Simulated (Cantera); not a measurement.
A closed system holds: 1 mol Si3N4, 0.04 mol O2, 23 mol H2, at 1800 K and 0.0100 bar.

Method: chemical equilibrium by Gibbs-energy minimisation in Cantera with the NASA 1993 tables (ideal gas, pure condensed phases). Gases not in the tables: Si2H6 and higher silanes. Kinetics and transport are ignored.

```json
[
 {"species": "H2", "before": "0.913", "after": "0.897"},
 {"species": "N2", "before": "0.0796", "after": "0.0781"},
 {"species": "SiO", "before": "0.00318", "after": "0.0211"},
 {"species": "SiH2", "before": "2.73e-5", "after": "2.68e-5"},
 {"species": "SiH", "before": "3.46e-5", "after": "3.43e-5"},
 {"species": "H", "before": "0.00342", "after": "0.00339"},
 {"species": "Si", "before": "0.000318", "after": "0.000318"},
 {"species": "Si(l), mol", "before": "2.91", "after": "2.45"}
]
```
Gas species are given as mole fractions.

Q: Which change was made?
A) O2 from 0.04 to 0.27 mol
B) pressure from 0.0100 bar to 3.60 bar
C) temperature from 1800 K to 1475 K
D) temperature from 1800 K to 1125 K

A: A, O2 from 0.04 to 0.27 mol
